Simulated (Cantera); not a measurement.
# Transport properties of process gases

Gas mixture: N2O = 0.33 (molar parts), at 1430 Torr, frozen composition.

Cantera's kinetic-theory transport with the Lennard-Jones parameters of GRI-Mech 3.0, ideal gas; thermal conductivity in the multicomponent form. The composition is frozen, though it would react at the higher temperatures.

```csv
T (K),ρ (kg/m³),cp (J/kg/K),μ (µPa s),λ (mW/m/K),Pr,D (cm²/s) C2H2,D (cm²/s) H2,D (cm²/s) N2
400,2.51,970.3,19.5,25.3,0.746,0.112,0.575,0.141
650,1.55,1127,29.1,44.1,0.744,0.271,1.31,0.329
900,1.12,1227,37.1,61.4,0.741,0.478,2.26,0.573
1150,0.875,1285,44.1,76.8,0.738,0.728,3.41,0.866
1400,0.718,1327,50.5,91.0,0.736,1.02,4.72,1.20
1650,0.610,1359,56.4,104,0.734,1.34,6.20,1.58
1900,0.529,1384,61.9,117,0.733,1.70,7.84,2.00
2150,0.468,1402,67.2,129,0.732,2.09,9.61,2.46
```
D: mixture-averaged diffusion coefficient of that species in the mixture.
